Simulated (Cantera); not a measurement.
Source: NASA polynomial tables (part measured, part estimated), evaluated in Cantera. Values are per mole of reaction as written; species without (g) are pure solids or liquids, kept so even where they would boil at 1 bar.

Question: Between 898 and 1798 K, where is each reaction favourable under standard conditions?
- Zr + 4 NO(g) → ZrO₂(g) + 2 N₂O(g)

Answer: 
- Zr + 4 NO(g) → ZrO₂(g) + 2 N₂O(g): ΔG° is -333 kJ at 898 K and -174 kJ at 1798 K; it stays negative (K > 1). ΔH° is -493 kJ and ΔS° -178 J/K at 1798 K.
